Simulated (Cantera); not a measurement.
Input (Python, Cantera):

```python
import numpy as np
import cantera as ct

gas = ct.Solution("gri30.yaml")
gas.TPX = 1350, 2666, {'C2H6': 1, 'N2': 4.7}
reactor = ct.IdealGasConstPressureReactor(gas, energy="off", clone=False)
net = ct.ReactorNet([reactor])
net.rtol, net.atol = 1e-08, 1e-18
show = ['C2H6', 'CH2', 'CH4', 'H', 'CH3', 'C2H']
times = np.geomspace(2e-05, 10, 10)

steps = ct.SolutionArray(gas, extra=["t"])
rows = []
print(f"{'t/s':>10s}{'T/K':>9s}{'P/Pa':>11s}" + "".join(f"{s:>11s}" for s in show))
for t in times:
    while net.time < t:
        t_next = net.step()
        steps.append(gas.state, t=t_next)
    rows.append([np.interp(t, steps.t, y) for y in (steps.T, steps.P, *steps(*show).X.T)])
    print(f"{t:10.3e}{rows[-1][0]:9.1f}{rows[-1][1]:11.4g}" + "".join(f"{x:11.3e}" for x in rows[-1][2:]))
rate = np.gradient(steps.T, steps.t)
print("integrator steps:", len(steps.t))
if steps.T.max() > steps.T[0] + 200:
    print(f"time of steepest temperature rise: {steps.t[rate.argmax()]:.4e} s")
gas.TPX = 1350, 2666, {'C2H6': 1, 'N2': 4.7}
gas.equilibrate("TP")
print(f"equilibrium (TP): T = {gas.T:.1f} K  " + "  ".join(f"{s} {gas[s].X[0]:.3e}" for s in show))
```

Result:

```
       t/s      T/K       P/Pa       C2H6        CH2        CH4          H        CH3        C2H
 2.000e-05   1350.0       2666  1.754e-01  4.296e-11  7.013e-07  3.085e-08  4.794e-05  9.606e-24
 8.595e-05   1350.0       2666  1.753e-01  2.575e-09  1.253e-05  6.437e-07  1.960e-04  4.792e-19
 3.694e-04   1350.0       2666  1.743e-01  7.246e-08  2.007e-04  9.915e-06  6.822e-04  8.102e-14
 1.587e-03   1350.0       2666  1.610e-01  5.132e-07  2.677e-03  3.799e-05  1.912e-03  1.735e-10
 6.822e-03   1350.0       2666  9.602e-02  5.732e-07  1.927e-02  5.403e-05  1.907e-03  2.088e-09
 2.932e-02   1350.0       2666  9.562e-03  1.480e-07  4.914e-02  5.790e-05  5.845e-04  8.793e-09
 1.260e-01   1350.0       2666  2.051e-04  4.495e-09  5.069e-02  1.286e-05  8.277e-05  3.268e-09
 5.415e-01   1350.0       2666  9.232e-06  2.676e-10  4.975e-02  3.438e-06  1.974e-05  1.042e-09
 2.327e+00   1350.0       2666  4.166e-06  1.709e-10  4.852e-02  3.085e-06  1.568e-05  1.077e-09
 1.000e+01   1350.0       2666  3.525e-06  1.987e-10  4.733e-02  3.583e-06  1.679e-05  1.333e-09
integrator steps: 1352
equilibrium (TP): T = 1350.0 K  C2H6 1.704e-07  CH2 5.592e-11  CH4 4.954e-03  H 7.391e-06  CH3 2.871e-06  C2H 1.590e-09
```

Model: GRI-Mech 3.0 (53 species, 325 reactions), integrated in Cantera. GRI-Mech 3.0 stops at C3 and has no aromatics, soot or wall deposition, so with more carbon than oxygen in the feed, carbon stays in small species such as C2H2 where larger ones or solid carbon would form. Radical loss at walls, strong at low pressure, is not modelled.
